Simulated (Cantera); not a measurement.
A closed system holds: 1 mol Cr, 0.12 mol O2, 2.2 mol H2, 29 mol H2O, held at 2273 K and 1.33 mbar.

Method: chemical equilibrium by Gibbs-energy minimisation in Cantera with the NASA 1993 tables (ideal gas, pure condensed phases). Candidate condensed phases: Cr, Cr2O3, H2O; 13 gas species. The numbers say what is thermodynamically allowed, not how fast it happens.

Base state: H2O 0.610, H2 0.161, H 0.0923, OH 0.0543, O2 0.0340, O 0.0214, CrO2 0.0133, CrO 0.0105 (mole fractions); condensed: gas only.

**Question.** What changes in the equilibrium state with this change: pressure from 1.33 mbar to 7.80 bar?

**Answer.** 
| species | before | after |
|---|---|---|
| H2O | 0.610 | 0.887 |
| H2 | 0.161 | 0.111 |
| OH | 0.0543 | 0.00124 |
| H | 0.0923 | 0.00100 |
| O | 0.0214 | 7.70e-6 |
| CrO | 0.0105 | 4.69e-6 |
| O2 | 0.0340 | 2.58e-5 |
| CrO2 | 0.0133 | 1.25e-5 |
| Cr | 0.00315 | 6.64e-7 |
| CrO3 | 4.66e-5 | 9.19e-8 |
| Cr2O3(s), mol | 0 | 0.500 |
Gases not in the tables: CrO2(OH)2.
